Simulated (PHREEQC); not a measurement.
**Metal-bearing waste water (model solution)**

Dissolve 16 mmol/kgw CuSO4, 0.1 mmol/kgw CuCl2, 4.4 mmol/kgw NaHCO3 and 11 mmol/kgw Na2SO4 at 25 °C. Closed to the air; pH follows from the charge balance.

Equilibrium calculation in PHREEQC: ion-association model, wateq4f.dat.

No solid was allowed to form.

Question: Estimate the pH, ionic strength.

Answer: pH 5.89; ionic strength 0.0713 mol/kgw.

Question: In which forms is Cu present?

Answer: Cu+2 46 %, CuSO4 34 %, Cu2(OH)2+2 8.4 %, CuHCO3+ 8.2 %, CuCO3 2.5 % of the Cu.

Examples of supersaturated solids here: Malachite, Brochantite. Others may be too. Complexes and solids missing from the database can't appear.
